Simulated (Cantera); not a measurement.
An isothermal, constant-pressure homogeneous reactor starts with CH4 : CO2 : H2 = 1 : 0.34 : 0.67 (molar parts), at 2198 K and 0.118 atm.

Detailed kinetics in Cantera: GRI-Mech 3.0 (53 species, 325 reactions). GRI-Mech 3.0 stops at C3 and has no aromatics, soot or wall deposition, so with more carbon than oxygen in the feed, carbon stays in small species such as C2H2 where larger ones or solid carbon would form.

x: mole fraction; the columns are a selection and need not sum to one.

```json
[
 {"t (s)": "0.000600", "x CH4": "0.0461", "x CO2": "0.0480", "x H2": "0.612", "x C2H6": "2.44e-5", "x CH3": "0.00871", "x H2O2": "9.69e-12"},
 {"t (s)": "0.00165", "x CH4": "0.0120", "x CO2": "0.00765", "x H2": "0.615", "x C2H6": "2.31e-6", "x CH3": "0.00294", "x H2O2": "1.80e-11"},
 {"t (s)": "0.00452", "x CH4": "[?]", "x CO2": "[?]", "x H2": "0.639", "x C2H6": "[?]", "x CH3": "[?]", "x H2O2": "1.01e-11"},
 {"t (s)": "0.0124", "x CH4": "[?]", "x CO2": "[?]", "x H2": "0.670", "x C2H6": "[?]", "x CH3": "[?]", "x H2O2": "1.46e-12"},
 {"t (s)": "0.0341", "x CH4": "0.000843", "x CO2": "6.62e-5", "x H2": "0.686", "x C2H6": "1.74e-8", "x CH3": "0.000298", "x H2O2": "<1e-12"},
 {"t (s)": "0.0935", "x CH4": "0.000126", "x CO2": "2.29e-8", "x H2": "0.687", "x C2H6": "4.72e-10", "x CH3": "4.68e-5", "x H2O2": "<1e-12"},
 {"t (s)": "0.257", "x CH4": "0.000111", "x CO2": "6.99e-9", "x H2": "0.687", "x C2H6": "3.84e-10", "x CH3": "4.14e-5", "x H2O2": "<1e-12"},
 {"t (s)": "0.705", "x CH4": "0.000111", "x CO2": "6.99e-9", "x H2": "0.687", "x C2H6": "3.84e-10", "x CH3": "4.14e-5", "x H2O2": "<1e-12"},
 {"t (s)": "1.93", "x CH4": "0.000111", "x CO2": "6.99e-9", "x H2": "0.687", "x C2H6": "3.84e-10", "x CH3": "4.14e-5", "x H2O2": "<1e-12"},
 {"t (s)": "5.31", "x CH4": "0.000111", "x CO2": "6.99e-9", "x H2": "0.687", "x C2H6": "3.84e-10", "x CH3": "4.14e-5", "x H2O2": "<1e-12"},
 {"t (s)": "14.6", "x CH4": "0.000111", "x CO2": "6.99e-9", "x H2": "0.687", "x C2H6": "3.84e-10", "x CH3": "4.14e-5", "x H2O2": "<1e-12"},
 {"t (s)": "40.0", "x CH4": "0.000111", "x CO2": "6.99e-9", "x H2": "0.687", "x C2H6": "3.84e-10", "x CH3": "4.14e-5", "x H2O2": "<1e-12"}
]
```

Question: Complete the blanks.

Answer: 
- 0.00452, x CH4: 0.00616
- 0.00452, x CO2: 0.00263
- 0.00452, x C2H6: 7.08e-7
- 0.00452, x CH3: 0.00170
- 0.0124, x CH4: 0.00341
- 0.0124, x CO2: 0.00107
- 0.0124, x C2H6: 2.40e-7
- 0.0124, x CH3: 0.00103
